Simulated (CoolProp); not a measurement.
Vapour-liquid equilibrium of nitrogen (1) + carbon monoxide (2) at 1270 kPa; x and y are mole fractions of (1).

Values from CoolProp's multi-fluid Helmholtz-energy mixture model, Span 2000 and Lemmon 2006; pair parameters Gernert 2013.

```
x      bubble temperature, mixture model (°C)  bubble temperature, Raoult's law (°C)  y, mixture model  y, Raoult's law
-----  --------------------------------------  -------------------------------------  ----------------  ---------------
0.05                                   -160.6                                 -160.5             0.063            0.067
0.125                                  -161.1                                 -161.0             0.154            0.163
0.2                                    -161.6                                 -161.4             0.242            0.255
0.275                                  -162.0                                 -161.9             0.326            0.342
0.35                                   -162.5                                 -162.3             0.406            0.425
0.425                                  -162.9                                 -162.7             0.483            0.504
0.5                                    -163.3                                 -163.1             0.557            0.579
0.575                                  -163.7                                 -163.5             0.628            0.651
0.65                                   -164.1                                 -163.9             0.697            0.719
0.725                                  -164.5                                 -164.3             0.764            0.784
0.8                                    -164.8                                 -164.6             0.829            0.847
0.875                                  -165.1                                 -165.0             0.893            0.906
0.95                                   -165.4                                 -165.3             0.957            0.963
```

The largest gap from Raoult's law is -0.2 K in bubble temperature, at x = 0.575. No azeotrope shows between x = 0.05 and 0.95.

The pair parameters rest on a limited set of measurements; away from them the model extrapolates.
